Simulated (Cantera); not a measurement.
An isothermal, constant-pressure homogeneous reactor starts with C2H6 : N2 = 1 : 2.6 (molar parts), at 1325 K and 100000 Pa. Integrator tolerance rtol = 1e-08.

Cantera simulation using GRI-Mech 3.0 (53 species, 325 reactions); the numbers are that mechanism's predictions, not measurements. GRI-Mech 3.0 stops at C3 and has no aromatics, soot or wall deposition, so with more carbon than oxygen in the feed, carbon stays in small species such as C2H2 where larger ones or solid carbon would form.

Question: What does this change do: N2 2.6 to 0.44 parts?

Answer: 
```
quantity                                              before                                      after
-----------------  -----------------------------------------  -----------------------------------------
x(C2H6) at 20.0 s  0.000235 (gas-phase equilibrium 0.000180)  0.000762 (gas-phase equilibrium 0.000688)
x(C2H2) at 20.0 s       0.103 (gas-phase equilibrium 0.0717)        0.163 (gas-phase equilibrium 0.141)
x(H2) at 20.0 s          0.171 (gas-phase equilibrium 0.177)        0.242 (gas-phase equilibrium 0.247)
x(CH3) at 20.0 s     1.24e-5 (gas-phase equilibrium 1.11e-5)    2.27e-5 (gas-phase equilibrium 2.16e-5)
x(CH4) at 20.0 s         0.142 (gas-phase equilibrium 0.143)        0.332 (gas-phase equilibrium 0.331)
x(C2H) at 20.0 s   2.49e-10 (gas-phase equilibrium 1.54e-10)  3.11e-10 (gas-phase equilibrium 2.56e-10)
```

Question: What does this change do: N2 2.6 to 0.27 parts?

Answer: 
| quantity | before | after |
|---|---|---|
| x(C2H6) at 20.0 s | 0.000235 (gas-phase equilibrium 0.000180) | 0.000874 (gas-phase equilibrium 0.000806) |
| x(C2H2) at 20.0 s | 0.103 (gas-phase equilibrium 0.0717) | 0.173 (gas-phase equilibrium 0.154) |
| x(H2) at 20.0 s | 0.171 (gas-phase equilibrium 0.177) | 0.252 (gas-phase equilibrium 0.256) |
| x(CH3) at 20.0 s | 1.24e-5 (gas-phase equilibrium 1.11e-5) | 2.43e-5 (gas-phase equilibrium 2.34e-5) |
| x(CH4) at 20.0 s | 0.142 (gas-phase equilibrium 0.143) | 0.365 (gas-phase equilibrium 0.365) |
| x(C2H) at 20.0 s | 2.49e-10 (gas-phase equilibrium 1.54e-10) | 3.20e-10 (gas-phase equilibrium 2.75e-10) |
